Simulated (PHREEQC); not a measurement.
Consider water at 20 °C with 0.024 mol HF, 0.0031 mol NH4HF2 and 0.0095 mol H2SiF6 per kg of water. Closed to the air; pH follows from the charge balance.

Computed with PHREEQC (ion-association model, wateq4f.dat).

**Question.** The ionic strength comes out as 0.0300 mol/kgw. What activity coefficients do SiF6-2, NH4+, F-, HF2-, H+ get?

**Answer.** SiF6-2 0.53, NH4+ 0.85, F- 0.85, HF2- 0.85, H+ 0.87.

No solid was allowed to form. SiF6-2 is the database's only silicon fluoride.
